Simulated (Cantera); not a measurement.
Mixture: CH₄ : O₂ : N₂ : CO₂ = 1 : 0.909 : 3.42 : 0.6 (molar parts), at 101000 Pa, adiabatic and at constant pressure. Ignition delay is the time to a rise of 400 K.

Cantera simulation using GRI-Mech 3.0 (53 species, 325 reactions); the numbers are that mechanism's predictions, not measurements.

### Question
What does this change do: constant volume in place of constant pressure?

### Answer
```csv
quantity,before,after
delay at 1100 K,0.378 s,0.357 s
delay at 1150 K,0.176 s,0.165 s
delay at 1200 K,85.1 ms,79.5 ms
delay at 1250 K,42.6 ms,39.6 ms
delay at 1300 K,22.0 ms,20.3 ms
delay at 1350 K,11.6 ms,10.7 ms
delay at 1400 K,6.29 ms,5.79 ms
apparent activation energy between 1300 and 1400 K,190 kJ/mol,190 kJ/mol
```

### Question
What does this change do: pressure from 101000 Pa to 61000 Pa?

### Answer
```tsv
quantity	before	after
delay at 1100 K	0.378 s	0.604 s
delay at 1150 K	0.176 s	0.275 s
delay at 1200 K	85.1 ms	0.131 s
delay at 1250 K	42.6 ms	64.2 ms
delay at 1300 K	22.0 ms	32.5 ms
delay at 1350 K	11.6 ms	17.0 ms
delay at 1400 K	6.29 ms	9.09 ms
apparent activation energy between 1300 and 1400 K	190 kJ/mol	190 kJ/mol
```

### Question
What does this change do: N2 3.42 to 5.7 parts?

### Answer
| quantity | before | after |
|---|---|---|
| delay at 1100 K | 0.378 s | 0.578 s |
| delay at 1150 K | 0.176 s | 0.271 s |
| delay at 1200 K | 85.1 ms | 0.132 s |
| delay at 1250 K | 42.6 ms | 66.1 ms |
| delay at 1300 K | 22.0 ms | 34.0 ms |
| delay at 1350 K | 11.6 ms | 17.9 ms |
| delay at 1400 K | 6.29 ms | 9.58 ms |
| apparent activation energy between 1300 and 1400 K | 190 kJ/mol | 190 kJ/mol |
